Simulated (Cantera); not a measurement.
A freely propagating, adiabatic, planar premixed flame of CO : H2 : CH4 : O2 : N2 = 1 : 0.33 : 1.4 : 2.31 : 8.69 (molar parts), unburnt at 698 K and 2250 Torr; mixture-averaged transport, grid criteria slope 0.08 and curve 0.16, no radiation.

Detailed kinetics in Cantera: GRI-Mech 3.0 (53 species, 325 reactions). Burning velocities carry a grid error of a few per cent, more on coarse grids.

Question: What does this change do: inlet temperature 698 to 448 K?

Answer: 
```tsv
quantity	before	after
laminar burning velocity	99.0 cm/s	27.4 cm/s
thermal thickness	0.154 mm	0.290 mm
peak x(H2O2)	2.37e-5	3.95e-5
peak x(C2H2)	0.00107	0.00128
```

Question: What does this change do: inlet temperature 698 to 625 K?

Answer: 
```csv
quantity,before,after
laminar burning velocity,99.0 cm/s,70.9 cm/s
thermal thickness,0.154 mm,0.180 mm
peak x(H2O2),2.37e-5,2.77e-5
peak x(C2H2),0.00107,0.00111
```

Question: What does this change do: 0.96 parts CO2 added?

Answer: 
```json
[
 {"quantity": "laminar burning velocity", "before": "99.0 cm/s", "after": "59.7 cm/s"},
 {"quantity": "thermal thickness", "before": "0.154 mm", "after": "0.217 mm"},
 {"quantity": "peak x(H2O2)", "before": "2.37e-5", "after": "2.33e-5"},
 {"quantity": "peak x(C2H2)", "before": "0.00107", "after": "0.000865"}
]
```
